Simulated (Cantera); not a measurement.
An isothermal, constant-pressure homogeneous reactor starts with N2O : H2O = 1 : 0.18 (molar parts), at 1275 K and 0.120 bar.

Cantera simulation using GRI-Mech 3.0 (53 species, 325 reactions); the numbers are that mechanism's predictions, not measurements. GRI-Mech 3.0 was tuned for natural gas; its chemistry of N2O as a main component is partial and can be far from experiment. The mechanism lacks the step 2 NO + O2 → 2 NO2, which can matter for NO2 below about 1400 K. The temperature is held fixed by assumption; the heat of reaction is taken as removed at once.

x: mole fraction; the columns are a selection and need not sum to one.

```
t (s)     x N2O  x H2O      x H2O2      x NO      x O2
--------  -----  -----  ----------  --------  --------
7.00e-6   0.847  0.153      <1e-12   2.88e-8   9.06e-8
2.56e-5   0.847  0.153      <1e-12   3.30e-7   1.04e-6
9.36e-5   0.847  0.153    3.53e-11   2.77e-6   8.73e-6
0.000343  0.847  0.153  (withheld)   1.42e-5   4.52e-5
0.00125   0.847  0.152  (withheld)   5.62e-5  0.000191
0.00458   0.845  0.152  (withheld)  0.000201  0.000799
0.0168    0.837  0.152  (withheld)  0.000687   0.00303
0.0613    0.812  0.151  (withheld)   0.00240    0.0110
0.224     0.727  0.146  (withheld)   0.00834    0.0374
0.820     0.504  0.134  (withheld)    0.0241     0.108
3.00      0.169  0.116  (withheld)    0.0468     0.215
```

Question: Some entries are withheld; supply them.

Answer: 
- 0.000343, x H2O2: 2.99e-9
- 0.00125, x H2O2: 1.20e-7
- 0.00458, x H2O2: 2.16e-7
- 0.0168, x H2O2: 1.52e-7
- 0.0613, x H2O2: 9.31e-8
- 0.224, x H2O2: 4.66e-8
- 0.820, x H2O2: 2.75e-8
- 3.00, x H2O2: 1.87e-8
